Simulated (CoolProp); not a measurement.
Vapour-liquid equilibrium of o-xylene (1) + n-undecane (2) at 122.15 °C; x and y are mole fractions of (1).

Computed with CoolProp (multi-fluid Helmholtz-energy mixture model, Zhou 2012 and Aleksandrov 2011; pair parameters Bell 2016).

```csv
x,"bubble pressure, mixture model (MPa)","bubble pressure, Raoult's law (MPa)","y, mixture model","y, Raoult's law"
0.05,0.01283,0.01300,0.196,0.208
0.15,0.01697,0.01733,0.454,0.468
0.25,0.02125,0.02165,0.615,0.625
0.35,0.02560,0.02598,0.722,0.729
0.45,0.02997,0.03031,0.799,0.803
0.55,0.03435,0.03464,0.856,0.859
0.65,0.03873,0.03896,0.900,0.903
0.75,0.04310,0.04329,0.936,0.937
0.85,0.04749,0.04762,0.965,0.966
0.95,0.05190,0.05195,0.989,0.990
```

The largest gap from Raoult's law is -2.1 % in bubble pressure, at x = 0.15. No azeotrope shows between x = 0.05 and 0.95.

The pair parameters rest on a limited set of measurements; away from them the model extrapolates.
